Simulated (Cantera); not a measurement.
**Diamond growth**

A diamond (100) surface in a fixed gas of H2 with x(CH4) = 0.025, x(H) = 0.0011, x(CH3) = 4.3e-05, 0.0947 atm; coverages are run to steady state.

Cantera simulation using the Harris–Goodwin 1993 mechanism for the reconstructed diamond (100) surface; the numbers are that mechanism's predictions, not measurements.

```
T (K)  growth (µm/h)  θ c6HH  θ c6H*  θ c6*H   θ c6**    θ c6HM
-----  -------------  ------  ------  ------  -------  --------
925             1.41   0.645  0.0118   0.303  0.00505    0.0277
975             1.76   0.605  0.0156   0.344  0.00743    0.0215
1025            1.99   0.566  0.0200   0.381   0.0104    0.0156
1075            1.87   0.532  0.0247   0.415   0.0138   0.00978
1125            1.41   0.501  0.0297   0.444   0.0176   0.00489
1175           0.920   0.473  0.0348   0.468   0.0214   0.00201
1225           0.631   0.449  0.0397   0.485   0.0251  0.000751
1275           0.512   0.429  0.0446   0.497   0.0285  0.000274
1325           0.467   0.414  0.0492   0.505   0.0314  0.000101
1375           0.407   0.404  0.0536   0.509   0.0338   3.75e-5
```
θ: site fractions in the mechanism's names (c6HH fully hydrogenated, c6H* and c6*H radical sites, c6** diradical, c6HM methylated).
